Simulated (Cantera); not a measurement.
A Cantera script and its output.

```python
import numpy as np
import cantera as ct

gas = ct.Solution("gri30.yaml")
gas.TPX = 2025, 13332, {'NO': 1, 'N2': 3.7}
inlet = ct.Reservoir(gas, clone=True)

reactor = ct.IdealGasConstPressureReactor(gas, energy="off", clone=False)
exhaust = ct.Reservoir(gas, clone=True)
tau = [0.75, 0.38, 0.19, 0.098, 0.05, 0.025, 0.013, 0.0065, 0.0033, 0.0017, 0.00086][0]
for a, b in ((inlet, reactor), (reactor, exhaust)):
    ct.MassFlowController(a, b, mdot=lambda t: reactor.mass / tau)
net = ct.ReactorNet([reactor])
show = ['NO', 'O', 'O2', 'NO2', 'N2O', 'N2']

rows = []
print(f"{'tau/s':>10s}{'T/K':>9s}" + "".join(f"{s:>11s}" for s in show))
for tau in [0.75, 0.38, 0.19, 0.098, 0.05, 0.025, 0.013, 0.0065, 0.0033, 0.0017, 0.00086]:
    net.initial_time = 0.0
    net.advance(30 * tau)
    before = gas.X
    net.advance(40 * tau)
    drift = np.max(np.abs(gas.X - before) / (gas.X + 1e-9))
    rows.append([gas.T, *gas[show].X, drift])
    print(f"{tau:10.3e}{gas.T:9.1f}" + "".join(f"{x:11.3e}" for x in gas[show].X))
```

Output:

```
     tau/s      T/K         NO          O         O2        NO2        N2O         N2
 7.500e-01   2025.0  1.850e-01  2.987e-04  1.366e-02  3.041e-05  1.471e-05  8.010e-01
 3.800e-01   2025.0  1.994e-01  2.329e-04  6.539e-03  2.480e-05  1.740e-05  7.938e-01
 1.900e-01   2025.0  2.064e-01  1.906e-04  3.031e-03  2.044e-05  1.881e-05  7.903e-01
 9.800e-02   2025.0  2.096e-01  1.650e-04  1.444e-03  1.765e-05  1.934e-05  7.887e-01
 5.000e-02   2025.0  2.112e-01  1.452e-04  6.615e-04  1.553e-05  1.932e-05  7.879e-01
 2.500e-02   2025.0  2.120e-01  1.241e-04  2.753e-04  1.334e-05  1.872e-05  7.875e-01
 1.300e-02   2025.0  2.124e-01  9.842e-05  1.055e-04  1.069e-05  1.749e-05  7.874e-01
 6.500e-03   2025.0  2.126e-01  6.541e-05  3.061e-05  7.165e-06  1.522e-05  7.873e-01
 3.300e-03   2025.0  2.127e-01  3.605e-05  7.317e-06  3.870e-06  1.206e-05  7.872e-01
 1.700e-03   2025.0  2.127e-01  1.775e-05  1.647e-06  1.766e-06  8.577e-06  7.872e-01
 8.600e-04   2025.0  2.127e-01  8.274e-06  3.626e-07  7.002e-07  5.408e-06  7.872e-01
```

Computed with Cantera and GRI-Mech 3.0 (53 species, 325 reactions).
